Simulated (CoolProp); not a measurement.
Aqueous ethanol as a coolant, 7 % by mass, freezing at -2.9 °C, 1 atm.

Model: Melinder's fits for secondary coolants, in CoolProp.

| T (°C) | conductivity (W/(m K)) | Prandtl number | viscosity (mPa s) | density (kg/m³) |
|---|---|---|---|---|
| 0.9 | 0.521 | 22.4 | 2.68 | 988.4 |
| 4.2 | 0.526 | 19.2 | 2.32 | 988.4 |
| 7.5 | 0.531 | 16.6 | 2.04 | 988.1 |
| 10.8 | 0.536 | 14.5 | 1.80 | 987.7 |
| 14.1 | 0.540 | 12.8 | 1.61 | 987.2 |
| 17.4 | 0.545 | 11.4 | 1.46 | 986.6 |
| 20.7 | 0.550 | 10.3 | 1.32 | 985.9 |
| 24 | 0.554 | 9.27 | 1.21 | 985.0 |
| 27.2 | 0.558 | 8.45 | 1.11 | 984.1 |
| 30.5 | 0.563 | 7.70 | 1.02 | 983.0 |
